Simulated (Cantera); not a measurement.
An isothermal, constant-pressure homogeneous reactor starts with C2H6 : N2 = 1 : 35 (molar parts), at 2000 K and 0.0132 atm. Integrator tolerance rtol = 1e-08.

Cantera simulation using GRI-Mech 3.0 (53 species, 325 reactions); the numbers are that mechanism's predictions, not measurements. GRI-Mech 3.0 stops at C3 and has no aromatics, soot or wall deposition, so with more carbon than oxygen in the feed, carbon stays in small species such as C2H2 where larger ones or solid carbon would form. Radical loss at walls, strong at low pressure, is not modelled.

Question: What does this change do: C2H6 1 to 0.25 parts?

Answer: 
```tsv
quantity	before	after
x(C2H6) at 90.0 s	<1e-12 (gas-phase equilibrium <1e-12)	<1e-12 (gas-phase equilibrium <1e-12)
x(CH4) at 90.0 s	7.22e-8 (gas-phase equilibrium 1.56e-7)	4.68e-9 (gas-phase equilibrium 5.98e-9)
x(H2) at 90.0 s	0.0510 (gas-phase equilibrium 0.0510)	0.0132 (gas-phase equilibrium 0.0132)
x(H) at 90.0 s	0.00320 (gas-phase equilibrium 0.00320)	0.00163 (gas-phase equilibrium 0.00163)
x(CH2) at 90.0 s	7.27e-9 (gas-phase equilibrium 1.57e-8)	1.83e-9 (gas-phase equilibrium 2.33e-9)
x(HCN) at 90.0 s	0.000351 (gas-phase equilibrium 0.0435)	0.000321 (gas-phase equilibrium 0.0132)
x(C2H2) at 90.0 s	0.0261 (gas-phase equilibrium 0.00448)	0.00681 (gas-phase equilibrium 0.000379)
```

Question: What does this change do: temperature 2000 to 1225 K?

Answer: 
| quantity | before | after |
|---|---|---|
| x(C2H6) at 90.0 s | <1e-12 (gas-phase equilibrium <1e-12) | 1.76e-7 (gas-phase equilibrium 4.10e-9) |
| x(CH4) at 90.0 s | 7.22e-8 (gas-phase equilibrium 1.56e-7) | 0.00575 (gas-phase equilibrium 0.000487) |
| x(H2) at 90.0 s | 0.0510 (gas-phase equilibrium 0.0510) | 0.0428 (gas-phase equilibrium 0.0519) |
| x(H) at 90.0 s | 0.00320 (gas-phase equilibrium 0.00320) | 3.21e-7 (gas-phase equilibrium 6.19e-7) |
| x(CH2) at 90.0 s | 7.27e-9 (gas-phase equilibrium 1.57e-8) | 3.26e-12 (gas-phase equilibrium <1e-12) |
| x(HCN) at 90.0 s | 0.000351 (gas-phase equilibrium 0.0435) | 8.99e-9 (gas-phase equilibrium 0.0336) |
| x(C2H2) at 90.0 s | 0.0261 (gas-phase equilibrium 0.00448) | 0.0221 (gas-phase equilibrium 0.00923) |
